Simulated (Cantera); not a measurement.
Input: 1 mol Si, 1.4 mol HCl, 11 mol H2, equilibrated at 1023.15 K and 0.210 bar.

These are equilibrium values from Cantera (NASA tables, ideal gas, pure condensed phases), not measurements of a reactor. Candidate condensed phases: Si; 19 gas species. The tables' values for SiCl3 are old estimates; treat these amounts as uncertain. The numbers say what is thermodynamically allowed, not how fast it happens.

Base state: H2 0.958, SiCl4 0.0171, HCl 0.0136, SiHCl3 0.0102, SiH2Cl2 0.000671, SiCl3 0.000528, SiCl2 0.000344, SiH3Cl 1.14e-5 (mole fractions); condensed: Si(s).

**Question.** What changes in the equilibrium state with this change: pressure from 0.210 bar to 4.10 bar?

**Answer.** 
```json
[
 {"species": "H2", "before": "0.958", "after": "0.960"},
 {"species": "SiHCl3", "before": "0.0102", "after": "0.0175"},
 {"species": "SiCl4", "before": "0.0171", "after": "0.0130"},
 {"species": "HCl", "before": "0.0136", "after": "0.00606"},
 {"species": "SiH3Cl", "before": "1.14e-5", "after": "9.95e-5"},
 {"species": "SiCl2", "before": "0.000344", "after": "6.81e-5"},
 {"species": "Si(s), mol", "before": "0.653", "after": "0.598"}
]
```

**Question.** What changes in the equilibrium state with this change: temperature from 1023.15 K to 1323.15 K?

**Answer.** 
| species | before | after |
|---|---|---|
| H2 | 0.958 | 0.920 |
| HCl | 0.0136 | 0.0595 |
| SiCl2 | 0.000344 | 0.0105 |
| SiCl4 | 0.0171 | 0.00385 |
| SiHCl3 | 0.0102 | 0.00303 |
| SiCl3 | 0.000528 | 0.00272 |
| SiH2Cl2 | 0.000671 | 0.000341 |
| SiH3Cl | 1.14e-5 | 1.08e-5 |
| Si(s), mol | 0.653 | 0.748 |
